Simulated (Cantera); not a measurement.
Input: 1 mol Fe₂O₃, 1.2 mol Cl₂, 10 mol O₂, equilibrated at 0.00900 Torr.

These are equilibrium values from Cantera (NASA tables, ideal gas, pure condensed phases), not measurements of a reactor. Candidate condensed phases: Fe, FeCl₂, FeCl₃, FeO, Fe₂O₃, Fe₃O₄; 13 gas species. The tables' stoichiometric FeO is somewhat more stable than real wüstite, so its field is too wide. FeO: taken at fixed stoichiometry. Kinetics and transport are ignored.

**Question.** What share of the Fe ends up in condensed phases as a function of T (K), at 1200, 1300, 1400, 1500, 1600, 1700, 1800, 1900?

**Answer.** 
```json
[
 {"T (K)": "1200", "Fe condensed (%)": "70.1", "as": "Fe₂O₃(s)"},
 {"T (K)": "1300", "Fe condensed (%)": "69.1", "as": "Fe₃O₄(s)"},
 {"T (K)": "1400", "Fe condensed (%)": "71.6", "as": "Fe₃O₄(s)"},
 {"T (K)": "1500", "Fe condensed (%)": "74.1", "as": "Fe₃O₄(s)"},
 {"T (K)": "1600", "Fe condensed (%)": "76.3", "as": "Fe₃O₄(s)"},
 {"T (K)": "1700", "Fe condensed (%)": "76.7", "as": "Fe₃O₄(s)"},
 {"T (K)": "1800", "Fe condensed (%)": "61.4", "as": "FeO(l)"},
 {"T (K)": "1900", "Fe condensed (%)": "0.0", "as": "-"}
]
```
